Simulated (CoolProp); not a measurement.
C3F8 (R218) along the isotherm 363.2 K: density (kg/m³) from the reference equation and from simpler models built on Tc = 345.0 K, pc = 26.40 bar, ω = 0.317; each cubic takes its own stable root.

The numbers come from the reference Helmholtz-energy equation of state, Lemmon 2006 in CoolProp. It is a short technical equation, of lower accuracy than the large ones.

```
p (bar)          phase  reference
-------  -------------  ---------
0.125              gas     0.7793
0.202              gas      1.260
0.327              gas      2.043
0.528              gas      3.305
0.853              gas      5.358
1.38               gas      8.717
2.23               gas      14.22
3.6                gas      23.31
5.81               gas      38.61
9.39               gas      65.37
15.2               gas      115.8
24.5               gas      229.9
39.6     supercritical      725.7
```

### Question
How far does each simpler model (ideal gas, van der Waals, Redlich-Kwong, Soave-Redlich-Kwong) lie from the reference over these 13 states: mean and median of the absolute difference, and the worst?

### Answer
- ideal gas: mean 11.1 %, median 2.4 %, worst -66.0 % at 363.2 K and 39.6 bar
- van der Waals: mean 1.0 %, median 0.1 %, worst -10.5 % at 363.2 K and 39.6 bar
- Redlich-Kwong: mean 0.6 %, median 0.1 %, worst -4.1 % at 363.2 K and 39.6 bar
- Soave-Redlich-Kwong: mean 1.2 %, median 0.1 %, worst -13.5 % at 363.2 K and 39.6 bar
